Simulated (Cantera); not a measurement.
An isothermal, constant-pressure homogeneous reactor starts with 1.45 % CH4, 98.6 % N2, at 1723 K and 0.0975 Torr.

Model: GRI-Mech 3.0 (53 species, 325 reactions), integrated in Cantera. GRI-Mech 3.0 stops at C3 and has no aromatics, soot or wall deposition, so with more carbon than oxygen in the feed, carbon stays in small species such as C2H2 where larger ones or solid carbon would form. Radical loss at walls, strong at low pressure, is not modelled.

Q: Predict: x(CH4) at 200 s; x(CH3) at 200 s; x(H) at 200 s; x(H2) at 200 s; x(CH2) at 200 s; x(HCN) at 200 s.

A: 
* **x(CH4) at 200 s**: 0.000380 (gas-phase equilibrium 9.03e-10)
* **x(CH3) at 200 s**: 4.84e-5 (gas-phase equilibrium 2.07e-9)
* **x(H) at 200 s**: 0.000132 (gas-phase equilibrium 0.00229)
* **x(H2) at 200 s**: 0.0207 (gas-phase equilibrium 0.0203)
* **x(CH2) at 200 s**: 3.07e-7 (gas-phase equilibrium 2.47e-10)
* **x(HCN) at 200 s**: 1.67e-5 (gas-phase equilibrium 0.0132)
